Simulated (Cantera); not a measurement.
Input (Python, Cantera) and output of one run.

```python
import numpy as np
import cantera as ct

gas_names = [...]  # 148 gases of nasa_gas.yaml made of Al, C, H, N, O
cond_names = """
    AL(cr) AL(L) ALN(s) AL2O3(a) AL2O3(L) C(gr) C6H6(L) C7H8(L) C8H18(L),n-octa H2O(s) H2O(L)
""".split()


# ... load() reads the species with a 1 bar reference pressure and builds the phases ...
atoms = {
    'Al(CH3)3': {'AL': 1, 'C': 3, 'H': 9},
    'N2O': {'N': 2, 'O': 1},
    'N2': {'N': 2},
    'NH3': {'N': 1, 'H': 3},
}
top_T = {'ALN(s)': 2750, 'C(gr)': 4500}  # K; cautious upper limits of use, not melting points


# ... equilibrate(T, P, feed) seeds the gas with the atoms and calls Mixture.equilibrate('TP', solver="vcs", rtol=1e-11, max_steps=5000) ...
results = []
T = 998.15  # K
P = 8900  # Pa
for m in [1.3, 2.9, 6.5, 15, 32, 72, 160, 360]:
    feed = {'Al(CH3)3': 1, 'N2O': 0.86, 'N2': m, 'NH3': 4.1}  # mol
    mix = equilibrate(T, P, feed)
    results.append((T, P, feed, dict(zip(mix.species_names, mix.species_moles))))

top = {s: max(r[3][s] / sum(r[3][g] for g in gas_names) for r in results) for s in gas_names}
cols = sorted((s for s in top if top[s] > 0.0001), key=lambda s: -top[s])[:7]
seen = [c for c in cond_names if any(r[3].get(c, 0) > 1e-12 for r in results)]
print("log10 of partial pressures in bar; condensed amounts in mol")
print(f"{'n(N2)':>10s}" + "".join(f"{s[:9]:>10s}" for s in cols + seen))
for T, P, feed, n in results:
    ng = sum(n[g] for g in gas_names)
    print(f"{feed['N2']:10.4g}" + "".join(f"{np.log10(max(n[s] / ng * P / 1e5, 1e-99)):10.3f}" for s in cols)
          + "".join(f"{n.get(c, 0):10.4g}" for c in seen))
```

Output:

```
log10 of partial pressures in bar; condensed amounts in mol
     n(N2)        N2        H2       CH4    ALN(s)  AL2O3(a)     C(gr)
       1.3    -1.613    -1.192    -3.396    0.4267    0.2866     2.934
       2.9    -1.512    -1.237    -3.486    0.4267    0.2866      2.94
       6.5    -1.384    -1.324    -3.659    0.4267    0.2866     2.951
        15    -1.255    -1.478    -3.968    0.4268    0.2866     2.965
        32    -1.167    -1.681    -4.374    0.4268    0.2866     2.978
        72    -1.108    -1.955    -4.922     0.427    0.2865     2.988
       160    -1.078    -2.263    -5.537    0.4274    0.2863     2.993
       360    -1.063    -2.596    -6.203    0.4283    0.2859     2.995
```

Method: chemical equilibrium by Gibbs-energy minimisation in Cantera with the NASA 1993 tables (ideal gas, pure condensed phases). The feed counts by its element totals alone.
